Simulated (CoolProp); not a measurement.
Vapour-liquid equilibrium of carbon dioxide (1) + CH2F2 (R32) (2) at 0.88 MPa; x and y are mole fractions of (1).

Computed with CoolProp (multi-fluid Helmholtz-energy mixture model, Span 1996 and Tillner-Roth 1997; pair parameters Bell 2016).

```tsv
x	bubble temperature, mixture model (°C)	bubble temperature, Raoult's law (°C)	y, mixture model	y, Raoult's law
0.05	-2.0	-2.3	0.157	0.186
0.125	-8.2	-8.6	0.349	0.392
0.2	-13.6	-13.9	0.495	0.538
0.275	-18.3	-18.4	0.606	0.646
0.35	-22.3	-22.4	0.691	0.727
0.425	-25.9	-25.9	0.758	0.789
0.5	-29.1	-29.0	0.810	0.838
0.575	-31.9	-31.8	0.853	0.878
0.65	-34.3	-34.3	0.888	0.909
0.725	-36.6	-36.6	0.918	0.936
0.8	-38.7	-38.7	0.944	0.957
0.875	-40.6	-40.6	0.967	0.976
0.95	-42.4	-42.4	0.987	0.991
```

The largest gap from Raoult's law is +0.4 K in bubble temperature, at x = 0.125. No azeotrope shows between x = 0.05 and 0.95.

The pair parameters rest on a limited set of measurements; away from them the model extrapolates.
